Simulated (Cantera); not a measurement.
Mixture: CH4 : CO : O2 : N2 = 1 : 0.26 : 3.44 : 12.9 (molar parts), at 3750 Torr, adiabatic and at constant pressure. Ignition delay is the time to a rise of 400 K.

Detailed kinetics in Cantera: GRI-Mech 3.0 (53 species, 325 reactions).

**Question.** What does this change do: N2 12.9 to 19 parts?

**Answer.** 
| quantity | before | after |
|---|---|---|
| delay at 1050 K | 90.1 ms | 0.124 s |
| delay at 1150 K | 18.5 ms | 25.8 ms |
| delay at 1250 K | 4.67 ms | 6.59 ms |
| delay at 1350 K | 1.38 ms | 1.95 ms |
| apparent activation energy between 1300 and 1400 K | 170 kJ/mol | 180 kJ/mol |

**Question.** What does this change do: pressure from 3750 Torr to 1200 Torr?

**Answer.** 
```
quantity                                                before       after
--------------------------------------------------  ----------  ----------
delay at 1050 K                                        90.1 ms     0.279 s
delay at 1150 K                                        18.5 ms     54.3 ms
delay at 1250 K                                        4.67 ms     12.7 ms
delay at 1350 K                                        1.38 ms     3.49 ms
apparent activation energy between 1300 and 1400 K  170 kJ/mol  180 kJ/mol
```
